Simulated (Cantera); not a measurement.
A Cantera script and what it prints.

```python
import numpy as np
import cantera as ct

gas_names = """
    CL CLO CL2 Mg MgCL MgCL2 MgO Mg2 O O2 O3 Ti TiCL TiCL2 TiCL3 TiCL4 TiO TiOCL TiOCL2 TiO2
""".split()
cond_names = """
    Mg(cr) Mg(L) MgCL2(s) MgCL2(L) MgO(s) MgO(L) MgTiO3(s) MgTiO3(L) MgTi2O5(s) MgTi2O5(L) Mg2TiO4(s)
    Mg2TiO4(L) Ti(a) Ti(b) Ti(L) TiCL2(s) TiCL3(s) TiCL4(L) TiO(a) TiO(b) TiO(L) TiO2(ru) TiO2(L)
    Ti2O3(a) Ti2O3(b) Ti2O3(L) Ti3O5(a) Ti3O5(b) Ti3O5(L) Ti4O7(s) Ti4O7(L)
""".split()


# ... load() reads the species with a 1 bar reference pressure and builds the phases ...
atoms = {
    'TiO2': {'Ti': 1, 'O': 2},
    'MgCl2': {'Mg': 1, 'CL': 2},
    'O2': {'O': 2},
}
top_T = {'TiCL2(s)': 1300, 'TiCL3(s)': 1000}  # K; cautious upper limits of use, not melting points


# ... equilibrate(T, P, feed) seeds the gas with the atoms and calls Mixture.equilibrate('TP', solver="vcs", rtol=1e-11, max_steps=5000) ...
results = []
T = 1825  # K
P = 1333.22  # Pa
for m in [0.21, 0.24, 0.27, 0.31, 0.35, 0.39, 0.44, 0.5, 0.57, 0.64, 0.73, 0.82, 0.93]:
    feed = {'TiO2': 1, 'MgCl2': m, 'O2': 0.56}  # mol
    mix = equilibrate(T, P, feed)
    results.append((T, P, feed, dict(zip(mix.species_names, mix.species_moles))))
    x = sorted(zip(gas.X, gas.species_names), reverse=True)
    print(f"T = {T:g} K  P = {P:g} Pa  n(MgCl2) = {m:g} mol  gas = {mix.phase_moles(0):.4g} mol")
    print("   x: " + "  ".join(f"{s} {v:.3e}" for v, s in x if v > 0.0001))
    print("   condensed (mol): " + ("  ".join(f"{mix.phase(i).name} {mix.phase_moles(i):.4g}"
          for i in range(1, mix.n_phases) if mix.phase_moles(i) > 1e-12) or "none"))
```

Output:

```
T = 1825 K  P = 1333.22 Pa  n(MgCl2) = 0.21 mol  gas = 0.8414 mol
   x: O2 5.658e-01  CL 3.667e-01  MgCL2 5.170e-02  CL2 1.424e-02  O 1.001e-03  CLO 5.544e-04
   condensed (mol): MgTi2O5(s) 0.1665  TiO2(ru) 0.667
T = 1825 K  P = 1333.22 Pa  n(MgCl2) = 0.24 mol  gas = 0.8792 mol
   x: O2 5.301e-01  CL 3.913e-01  MgCL2 6.083e-02  CL2 1.621e-02  O 9.690e-04  CLO 5.726e-04
   condensed (mol): MgTi2O5(s) 0.1865  TiO2(ru) 0.6269
T = 1825 K  P = 1333.22 Pa  n(MgCl2) = 0.27 mol  gas = 0.9166 mol
   x: O2 4.978e-01  CL 4.127e-01  MgCL2 6.984e-02  CL2 1.804e-02  O 9.390e-04  CLO 5.853e-04
   condensed (mol): MgTi2O5(s) 0.206  TiO2(ru) 0.588
T = 1825 K  P = 1333.22 Pa  n(MgCl2) = 0.31 mol  gas = 0.9661 mol
   x: O2 4.593e-01  CL 4.373e-01  MgCL2 8.163e-02  CL2 2.025e-02  O 9.019e-04  CLO 5.957e-04
   condensed (mol): MgTi2O5(s) 0.2311  TiO2(ru) 0.5377
T = 1825 K  P = 1333.22 Pa  n(MgCl2) = 0.35 mol  gas = 1.015 mol
   x: CL 4.581e-01  O2 4.251e-01  MgCL2 9.312e-02  CL2 2.223e-02  O 8.676e-04  CLO 6.003e-04
   condensed (mol): MgTi2O5(s) 0.2555  TiO2(ru) 0.489
T = 1825 K  P = 1333.22 Pa  n(MgCl2) = 0.39 mol  gas = 1.064 mol
   x: CL 4.758e-01  O2 3.945e-01  MgCL2 1.043e-01  CL2 2.398e-02  O 8.358e-04  CLO 6.007e-04
   condensed (mol): MgTi2O5(s) 0.279  TiO2(ru) 0.4419
T = 1825 K  P = 1333.22 Pa  n(MgCl2) = 0.44 mol  gas = 1.125 mol
   x: CL 4.944e-01  O2 3.605e-01  MgCL2 1.178e-01  CL2 2.589e-02  O 7.990e-04  CLO 5.967e-04
   condensed (mol): MgTi2O5(s) 0.3075  TiO2(ru) 0.3849
T = 1825 K  P = 1333.22 Pa  n(MgCl2) = 0.5 mol  gas = 1.197 mol
   x: CL 5.125e-01  O2 3.250e-01  MgCL2 1.333e-01  CL2 2.782e-02  O 7.587e-04  CLO 5.873e-04
   condensed (mol): MgTi2O5(s) 0.3405  TiO2(ru) 0.319
T = 1825 K  P = 1333.22 Pa  n(MgCl2) = 0.57 mol  gas = 1.281 mol
   x: CL 5.291e-01  O2 2.894e-01  MgCL2 1.505e-01  CL2 2.965e-02  O 7.159e-04  CLO 5.721e-04
   condensed (mol): MgTi2O5(s) 0.3772  TiO2(ru) 0.2455
T = 1825 K  P = 1333.22 Pa  n(MgCl2) = 0.64 mol  gas = 1.364 mol
   x: CL 5.418e-01  O2 2.589e-01  MgCL2 1.669e-01  CL2 3.109e-02  O 6.771e-04  CLO 5.541e-04
   condensed (mol): MgTi2O5(s) 0.4124  TiO2(ru) 0.1752
T = 1825 K  P = 1333.22 Pa  n(MgCl2) = 0.73 mol  gas = 1.47 mol
   x: CL 5.539e-01  O2 2.256e-01  MgCL2 1.868e-01  CL2 3.249e-02  O 6.321e-04  CLO 5.287e-04
   condensed (mol): MgTi2O5(s) 0.4554  TiO2(ru) 0.08914
T = 1825 K  P = 1333.22 Pa  n(MgCl2) = 0.82 mol  gas = 1.575 mol
   x: CL 5.621e-01  MgCL2 2.056e-01  O2 1.976e-01  CL2 3.346e-02  O 5.915e-04  CLO 5.022e-04
   condensed (mol): MgTi2O5(s) 0.4961  TiO2(ru) 0.007718
T = 1825 K  P = 1333.22 Pa  n(MgCl2) = 0.93 mol  gas = 1.689 mol
   x: CL 5.314e-01  MgCL2 2.546e-01  O2 1.831e-01  CL2 2.990e-02  O 5.694e-04  CLO 4.570e-04
   condensed (mol): MgTi2O5(s) 0.4999
```

These are equilibrium values from Cantera (NASA tables, ideal gas, pure condensed phases), not measurements of a reactor. Mutual solubility and eutectic melting of coexisting phases are not modelled. Condensed phases not in the tables: alloys, solid solutions and most ternary compounds.
